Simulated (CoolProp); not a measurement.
Vapour pressure (kPa) of R125: the reference equation beside estimates from Tc = 339.2 K, pc = 3618 kPa, ω = 0.305.

Model: reference Helmholtz-energy equation of state, Lemmon 2005, in CoolProp.

| T (K) | reference | van der Waals | Redlich-Kwong |
|---|---|---|---|
| 195.7 | 18.47 | 249.9 | 48.54 |
| 198.8 | 22.74 | 274.2 | 57.70 |
| 201.9 | 27.80 | 300.2 | 68.14 |
| 204.9 | 33.52 | 326.9 | 79.57 |
| 208 | 40.40 | 356.1 | 92.85 |
| 211.1 | 48.38 | 387.1 | 107.8 |
| 214.2 | 57.58 | 419.8 | 124.4 |
| 217.3 | 68.12 | 454.3 | 142.9 |
| 220.3 | 79.73 | 489.5 | 162.6 |
| 223.4 | 93.32 | 527.7 | 185.1 |
| 226.5 | 108.7 | 567.9 | 209.8 |
| 229.6 | 126.0 | 610.0 | 236.9 |
| 232.7 | 145.3 | 654.1 | 266.4 |

Absolute difference from the reference over all 13 rows, mean and median: van der Waals 694.4 and 629.1 %, Redlich-Kwong 118.8 and 116.0 %.
